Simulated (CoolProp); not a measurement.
Vapour pressure (kPa) of c-C4F8 (RC318): the reference equation beside estimates from Tc = 115.2 °C, pc = 2778 kPa, ω = 0.355. Clausius-Clapeyron is anchored at -10.45 °C with a constant enthalpy of vaporisation of 23.68 kJ/mol.

The numbers come from the reference Helmholtz-energy equation of state, Platzer 1990 in CoolProp. This equation is an older, rougher fit; its heat capacities, sound speeds and derivatives of the liquid may be far off and weren't checked against measurements.

```csv
T (°C),reference,Lee-Kesler,Clausius-Clapeyron,van der Waals,Soave-Redlich-Kwong
-12.65,76.21,76.11,76.53,446.2,76.14
-10.45,83.87,83.80,83.87,466.4,83.80
-8.15,92.52,92.47,92.15,488.1,92.44
-5.95,101.4,101.4,100.7,509.5,101.4
-3.75,111.0,111.0,109.8,531.5,110.9
-1.55,121.3,121.3,119.6,554.1,121.2
0.65,132.2,132.3,130.2,577.3,132.2
2.85,144.0,144.1,141.4,601.1,144.0
5.05,156.5,156.7,153.4,625.6,156.5
7.25,169.9,170.1,166.3,650.7,169.9
9.45,184.1,184.3,180.0,676.5,184.2
11.75,200.0,200.2,195.2,704.1,200.1
13.95,216.1,216.4,210.7,731.2,216.3
16.15,233.2,233.5,227.3,759.0,233.5
18.35,251.2,251.6,244.8,787.4,251.7
```

Absolute difference from the reference over all 15 rows, mean and median: Lee-Kesler 0.1 and 0.1 %, Clausius-Clapeyron 1.6 and 1.8 %, van der Waals 329.4 and 317.4 %, Soave-Redlich-Kwong 0.1 and 0.1 %.
